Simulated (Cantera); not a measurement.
Feed: 1 mol V2O5, 41 mol H2, equilibrated at 1725 K and 2.85 Torr.

Equilibrium computed with Cantera from the NASA thermochemical tables; the gas is ideal and each condensed phase is pure. Candidate condensed phases: H2O, V, VO, V2O3, V2O4, V2O5; 12 gas species. Condensed phases not in the tables: the oxides between V2O3 and V2O5 other than VO2. Equilibrium is a limit: real reactors are often held back by kinetics, nucleation or transport.

Base state: H2 0.948, H2O 0.0487, H 0.00293, VO2 5.33e-5 (mole fractions); condensed: V2O3(s).

What changes in the equilibrium state with this change: pressure from 2.85 Torr to 10.0 Torr?


```
species        before    after
------------  -------  -------
H2              0.948    0.950
H2O            0.0487   0.0487
H             0.00293  0.00157
VO2           5.33e-5  1.52e-5
V2O3(s), mol    0.999    1.000
```
